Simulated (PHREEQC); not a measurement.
A column of 1 m (40 cells, dispersivity 0.05 m, 60 s a shift, diffusion coefficient 3e-10 m²/s) holds 0.0074 eq of the database's cation exchanger X per kg of pore water, first in equilibrium with 0.029 mol CdCl2, 0.00027 mol PbCl2, 0.0045 mol NaCl and 1e-05 mol HCl per kg of water. It is flushed with 0.0025 mol ZnCl2, 0.00044 mol BaCl2 and 1e-05 mol HCl per kg of water, at 25 °C. Values are for the last cell. The system is closed to CO2. Nothing may precipitate in this run.

All values are PHREEQC results (ion-association model, phreeqc.dat), not measurements.

Problem. Predict Zn in solution (mol/kgw), Ba in solution (mol/kgw) at pore volumes = 1.512, 3.013.

Solution. 
| pore volumes | Zn in solution (mol/kgw) | Ba in solution (mol/kgw) |
|---|---|---|
| 1.512 | 0.000443 | 4.48e-5 |
| 3.013 | 0.00219 | 0.000324 |
